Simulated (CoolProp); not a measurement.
2000 sccm (0 °C, 1 atm) of nitrogen bubbles through liquid o-xylene at 309.5 K and leaves saturated at a total pressure of 0.00493 MPa (ideal gas phase). Each further row changes one setting.

Computed with CoolProp (reference Helmholtz-energy equation of state, Zhou 2012).

```tsv
case	vapour pressure (kPa)	mole fraction of vapour	delivery (mg/min)	delivery (sccm)	change of delivery for a bath 1 K warmer (%)
as stated	1.70	0.344	4970	1050	8.7
bath temperature 314.5 K	2.21	0.448	7700	1630	10
total pressure 0.00986 MPa	1.70	0.172	1970	416	6.7
```
